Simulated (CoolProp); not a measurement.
Aqueous magnesium chloride as a coolant, 14 % by mass, freezing at -14.9 °C, 1 atm.

The numbers come from the Melinder's fits for secondary coolants in CoolProp.

| T (°C) | Prandtl number | conductivity (W/(m K)) | viscosity (mPa s) | density (kg/m³) |
|---|---|---|---|---|
| -11.1 | 33.9 | 0.510 | 5.20 | 1128 |
| -4.3 | 25.9 | 0.522 | 4.04 | 1126 |
| 2.5 | 20.2 | 0.534 | 3.21 | 1125 |
| 9.4 | 15.9 | 0.547 | 2.58 | 1123 |
| 16.2 | 12.8 | 0.559 | 2.10 | 1121 |
| 23 | 10.3 | 0.571 | 1.72 | 1118 |
| 29.9 | 8.26 | 0.582 | 1.41 | 1115 |
| 36.7 | 6.62 | 0.593 | 1.14 | 1112 |
